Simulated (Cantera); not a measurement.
An isothermal, constant-pressure homogeneous reactor starts with CH4 : H2 = 1 : 15 (molar parts), at 1998 K and 130 Pa. Integrator tolerance rtol = 1e-08.

Cantera simulation using GRI-Mech 3.0 (53 species, 325 reactions); the numbers are that mechanism's predictions, not measurements. GRI-Mech 3.0 stops at C3 and has no aromatics, soot or wall deposition, so with more carbon than oxygen in the feed, carbon stays in small species such as C2H2 where larger ones or solid carbon would form. Radical loss at walls, strong at low pressure, is not modelled.

| quantity | before | after |
|---|---|---|
| x(CH4) at 10.0 s | 3.21e-5 (gas-phase equilibrium 3.04e-6) | 0.00352 (gas-phase equilibrium 1.78e-5) |
| x(H2) at 10.0 s | 0.947 (gas-phase equilibrium 0.928) | 0.965 (gas-phase equilibrium 0.964) |
| x(C2H4) at 10.0 s | 4.52e-7 (gas-phase equilibrium 2.35e-7) | 4.65e-6 (gas-phase equilibrium 1.22e-6) |
| x(C2H) at 10.0 s | 1.37e-5 (gas-phase equilibrium 2.48e-5) | 6.93e-7 (gas-phase equilibrium 1.36e-6) |
| x(CH3) at 10.0 s | 1.61e-5 (gas-phase equilibrium 2.78e-6) | 0.000254 (gas-phase equilibrium 2.38e-6) |
| x(H) at 10.0 s | 0.0241 (gas-phase equilibrium 0.0432) | 0.00345 (gas-phase equilibrium 0.00638) |

Task: Name the change that produced these shifts.
A. CH4 1 to 0.72 parts
B. temperature 1998 to 1750 K
C. CH4 1 to 0.67 parts
D. temperature 1998 to 1598 K

Result: B, temperature 1998 to 1750 K
